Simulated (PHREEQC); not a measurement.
A solution holds 1.7 mmol/kgw HCl, 74 mmol/kgw CuSO4 and 32 mmol/kgw MnSO4, at 25 °C. Closed to the air; pH follows from the charge balance.

Model: ion-association model, phreeqc.dat, run in PHREEQC.

Q: The ionic strength comes out as 0.222 mol/kgw. What activity coefficients do SO4-2, Cl-, MnCl+, HSO4-, Mn+2 get?

A: SO4-2 0.28, Cl- 0.71, MnCl+ 0.73, HSO4- 0.74, Mn+2 0.32.

Precipitation was switched off in this run. Species that the database lacks are ignored.
